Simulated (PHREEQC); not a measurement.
1.3 g of hydrous ferric oxide (600 m²/g; 0.2 weak and 0.005 strong sites per Fe, Dzombak-Morel constants, diffuse double layer) in 1 kg of water with 0.3 mol/kgw of an inert sodium salt and 0.00048 mol MnCl2, 4.7e-05 mol ZnCl2 and 7.9e-06 mol H3BO3, at 25 °C; the pH is set by adding NaOH or the inert anion's acid. No oxygen is let in. The system is closed to CO2. Precipitation was switched off in this run.

Base run: PHREEQC, ion-association model, wateq4f.dat. Each further column changes one thing. The table gives Zn sorbed (%).

```
pH   base  no electrostatic term (-no_edl)  background salt from 0.3 to 0.03 mol/kgw  oxide from 1.3 to 6.5 g/kgw
--  -----  -------------------------------  ----------------------------------------  ---------------------------
4     0.1                              0.1                                       0.2                          0.5
5     7.0                              9.2                                       7.9                         27.6
6    61.1                             69.3                                      61.7                         92.3
7    92.8                             97.1                                      93.5                         99.3
8    99.6                             99.8                                      99.7                        100.0
9   100.0                             99.9                                     100.0                        100.0
10   99.9                             94.8                                     100.0                        100.0
```

 In at least one series the solution becomes supersaturated in solids that the run did not let form, among them Zincite(c).
